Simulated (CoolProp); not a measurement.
Vapour-liquid equilibrium of n-pentane (1) + benzene (2) at 387 kPa; x and y are mole fractions of (1).

The numbers come from the multi-fluid Helmholtz-energy mixture model, Thol 2019 and Thol 2012; pair parameters Bell 2016 in CoolProp.

```tsv
x	bubble temperature (K)	y at the bubble point	dew temperature at overall composition x (K)	liquid density (mol/L)
0.05	397.8	0.166	402.2	9.585
0.2	384.2	0.470	396.4	9.333
0.35	375.5	0.635	389.9	9.033
0.5	369.3	0.745	382.7	8.720
0.65	364.4	0.830	374.7	8.414
0.8	360.2	0.905	366.1	8.120
0.95	356.3	0.976	357.7	7.843
```

No azeotrope shows between x = 0.05 and 0.95.

The pair parameters rest on a limited set of measurements; away from them the model extrapolates.
